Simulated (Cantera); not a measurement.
Input (Python, Cantera) and output of one run.

```python
import numpy as np
import cantera as ct

gas_names = """
    H H2 Pb Pb2
""".split()
cond_names = """
    Pb(cr) Pb(L)
""".split()


# ... load() reads the species with a 1 bar reference pressure and builds the phases ...
atoms = {
    'Pb': {'Pb': 1},
    'H2': {'H': 2},
}
top_T = {}  # K; cautious upper limits of use, not melting points


# ... equilibrate(T, P, feed) seeds the gas with the atoms and calls Mixture.equilibrate('TP', solver="vcs", rtol=1e-11, max_steps=5000) ...
results = []
feed = {'Pb': 1, 'H2': 1.5}  # mol
P = 24  # Pa
for T in [575, 675, 775, 875, 975, 1075, 1175, 1275, 1375, 1475]:
    mix = equilibrate(T, P, feed)
    results.append((T, P, feed, dict(zip(mix.species_names, mix.species_moles))))

top = {s: max(r[3][s] / sum(r[3][g] for g in gas_names) for r in results) for s in gas_names}
cols = sorted((s for s in top if top[s] > 0.0001), key=lambda s: -top[s])[:7]
seen = [c for c in cond_names if any(r[3].get(c, 0) > 1e-12 for r in results)]
print("log10 of partial pressures in bar; condensed amounts in mol")
print(f"{'T/K':>10s}" + "".join(f"{s[:9]:>10s}" for s in cols + seen))
for T, P, feed, n in results:
    ng = sum(n[g] for g in gas_names)
    print(f"{T:10.4g}" + "".join(f"{np.log10(max(n[s] / ng * P / 1e5, 1e-99)):10.3f}" for s in cols)
          + "".join(f"{n.get(c, 0):10.4g}" for c in seen))
```

Result:

```
log10 of partial pressures in bar; condensed amounts in mol
       T/K        H2        Pb         H    Pb(cr)     Pb(L)
       575    -3.620   -12.018   -18.977         1         0
       675    -3.620    -9.471   -16.016         0         1
       775    -3.620    -7.604   -13.814         0    0.9998
       875    -3.621    -6.171   -12.110         0    0.9958
       975    -3.637    -5.038   -10.760         0    0.9404
      1075    -3.785    -4.120    -9.726         0    0.3057
      1175    -3.842    -4.018    -8.832         0         0
      1275    -3.842    -4.018    -8.053         0         0
      1375    -3.842    -4.018    -7.386         0         0
      1475    -3.842    -4.018    -6.808         0         0
```

Method: chemical equilibrium by Gibbs-energy minimisation in Cantera with the NASA 1993 tables (ideal gas, pure condensed phases).
